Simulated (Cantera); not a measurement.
**Silicon nitride deposition: SiHCl3 + N2**

Feed: 1 mol SiHCl3, 15 mol N2, equilibrated at 1527 °C.

Method: chemical equilibrium by Gibbs-energy minimisation in Cantera with the NASA 1993 tables (ideal gas, pure condensed phases). Candidate condensed phases: NH4Cl, Si, Si3N4; 28 gas species. The tables' values for SiCl3, SiCl are old estimates; treat these amounts as uncertain. Equilibrium is a limit: real reactors are often held back by kinetics, nucleation or transport.

| P (Pa) | x N2 | x SiCl2 | x HCl | x Cl | x SiCl3 | x H2 | n Si3N4(s) |
|---|---|---|---|---|---|---|---|
| 5 | 0.867 | 0.0533 | 0.0430 | 0.0224 | 0.000110 | 0.00553 | 0 |
| 26 | 0.876 | 0.0572 | 0.0476 | 0.0119 | 0.000325 | 0.00465 | 0 |
| 140 | 0.880 | 0.0574 | 0.0514 | 0.00650 | 0.000963 | 0.00335 | 0 |
| 710 | 0.882 | 0.0562 | 0.0529 | 0.00324 | 0.00238 | 0.00282 | 0 |
| 3700 | 0.884 | 0.0537 | 0.0519 | 0.00125 | 0.00458 | 0.00348 | 0 |
| 19000 | 0.887 | 0.0502 | 0.0481 | 0.000410 | 0.00721 | 0.00544 | 0 |
| 100000 | 0.891 | 0.0406 | 0.0451 | 0.000146 | 0.0109 | 0.00713 | 0.0175 |
x: gas mole fraction; n: condensed amount in mol.

From 0.0375 Torr to 143 Torr nothing is condensed. At 750 Torr the condensed part is Si3N4(s). The main Si-bearing gas is SiCl2 throughout.
